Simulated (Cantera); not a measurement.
Feed: 1 mol Si, 0.015 mol H2O, equilibrated at 0.180 bar.

Method: chemical equilibrium by Gibbs-energy minimisation in Cantera with the NASA 1993 tables (ideal gas, pure condensed phases). Candidate condensed phases: H2O, Si, SiO2; 18 gas species. Mutual solubility and eutectic melting of coexisting phases are not modelled. The tables hold silica as quartz up to 1696 K and as liquid above; real silica turns to tridymite and cristobalite and melts near 1996 K. Equilibrium is a limit: real reactors are often held back by kinetics, nucleation or transport.

x: gas mole fraction; n: condensed amount in mol.

```json
[
 {"T (K)": "773", "x H2": "1.00", "x SiO": "<1e-12", "x H": "2.14e-12", "x H2O": "<1e-12", "x SiH2": "<1e-12", "x SiH4": "3.23e-8", "x SiH": "<1e-12", "n Si(s)": "0.993", "n SiO2(α-quartz)": "0.00750", "n SiO2(β-quartz)": "0"},
 {"T (K)": "823", "x H2": "1.00", "x SiO": "<1e-12", "x H": "1.73e-11", "x H2O": "4.74e-12", "x SiH2": "<1e-12", "x SiH4": "4.06e-8", "x SiH": "<1e-12", "n Si(s)": "0.993", "n SiO2(α-quartz)": "0.00750", "n SiO2(β-quartz)": "0"},
 {"T (K)": "873", "x H2": "1.00", "x SiO": "6.56e-12", "x H": "1.10e-10", "x H2O": "2.67e-11", "x SiH2": "1.37e-12", "x SiH4": "4.94e-8", "x SiH": "<1e-12", "n Si(s)": "0.993", "n SiO2(α-quartz)": "0", "n SiO2(β-quartz)": "0.00750"},
 {"T (K)": "923", "x H2": "1.00", "x SiO": "8.83e-11", "x H": "5.77e-10", "x H2O": "1.24e-10", "x SiH2": "8.30e-12", "x SiH4": "5.88e-8", "x SiH": "<1e-12", "n Si(s)": "0.993", "n SiO2(α-quartz)": "0", "n SiO2(β-quartz)": "0.00750"},
 {"T (K)": "973", "x H2": "1.00", "x SiO": "9.07e-10", "x H": "2.55e-9", "x H2O": "4.92e-10", "x SiH2": "4.19e-11", "x SiH4": "6.86e-8", "x SiH": "<1e-12", "n Si(s)": "0.993", "n SiO2(α-quartz)": "0", "n SiO2(β-quartz)": "0.00750"},
 {"T (K)": "1023", "x H2": "1.00", "x SiO": "7.39e-9", "x H": "9.76e-9", "x H2O": "1.69e-9", "x SiH2": "1.80e-10", "x SiH4": "7.88e-8", "x SiH": "<1e-12", "n Si(s)": "0.993", "n SiO2(α-quartz)": "0", "n SiO2(β-quartz)": "0.00750"},
 {"T (K)": "1073", "x H2": "1.00", "x SiO": "4.94e-8", "x H": "3.30e-8", "x H2O": "5.19e-9", "x SiH2": "6.77e-10", "x SiH4": "8.93e-8", "x SiH": "<1e-12", "n Si(s)": "0.993", "n SiO2(α-quartz)": "0", "n SiO2(β-quartz)": "0.00750"},
 {"T (K)": "1123", "x H2": "1.00", "x SiO": "(withheld)", "x H": "(withheld)", "x H2O": "(withheld)", "x SiH2": "(withheld)", "x SiH4": "(withheld)", "x SiH": "(withheld)", "n Si(s)": "0.993", "n SiO2(α-quartz)": "0", "n SiO2(β-quartz)": "0.00750"},
 {"T (K)": "1173", "x H2": "1.000", "x SiO": "(withheld)", "x H": "(withheld)", "x H2O": "(withheld)", "x SiH2": "(withheld)", "x SiH4": "(withheld)", "x SiH": "(withheld)", "n Si(s)": "0.993", "n SiO2(α-quartz)": "0", "n SiO2(β-quartz)": "0.00750"},
 {"T (K)": "1223", "x H2": "1.000", "x SiO": "5.70e-6", "x H": "7.09e-7", "x H2O": "8.50e-8", "x SiH2": "1.87e-8", "x SiH4": "1.22e-7", "x SiH": "9.85e-11", "n Si(s)": "0.993", "n SiO2(α-quartz)": "0", "n SiO2(β-quartz)": "0.00750"},
 {"T (K)": "1273", "x H2": "1.000", "x SiO": "2.16e-5", "x H": "1.68e-6", "x H2O": "1.86e-7", "x SiH2": "4.76e-8", "x SiH4": "1.33e-7", "x SiH": "4.10e-10", "n Si(s)": "0.993", "n SiO2(α-quartz)": "0", "n SiO2(β-quartz)": "0.00750"},
 {"T (K)": "1323", "x H2": "1.000", "x SiO": "7.35e-5", "x H": "3.74e-6", "x H2O": "3.82e-7", "x SiH2": "1.13e-7", "x SiH4": "1.44e-7", "x SiH": "1.53e-9", "n Si(s)": "0.992", "n SiO2(α-quartz)": "0", "n SiO2(β-quartz)": "0.00750"},
 {"T (K)": "1373", "x H2": "1.000", "x SiO": "0.000229", "x H": "7.85e-6", "x H2O": "7.45e-7", "x SiH2": "2.51e-7", "x SiH4": "1.56e-7", "x SiH": "5.20e-9", "n Si(s)": "0.992", "n SiO2(α-quartz)": "0", "n SiO2(β-quartz)": "0.00750"},
 {"T (K)": "1423", "x H2": "0.999", "x SiO": "0.000655", "x H": "1.57e-5", "x H2O": "1.38e-6", "x SiH2": "5.26e-7", "x SiH4": "1.67e-7", "x SiH": "1.61e-8", "n Si(s)": "0.992", "n SiO2(α-quartz)": "0", "n SiO2(β-quartz)": "0.00750"}
]
```

### Question
What belongs in the gaps?

### Answer

- 1123, x SiO: 2.78e-7
- 1123, x H: 1.00e-7
- 1123, x H2O: 1.44e-8
- 1123, x SiH2: 2.26e-9
- 1123, x SiH4: 1.00e-7
- 1123, x SiH: 3.85e-12
- 1173, x SiO: 1.34e-6
- 1173, x H: 2.78e-7
- 1173, x H2O: 3.63e-8
- 1173, x SiH2: 6.81e-9
- 1173, x SiH4: 1.11e-7
- 1173, x SiH: 2.09e-11
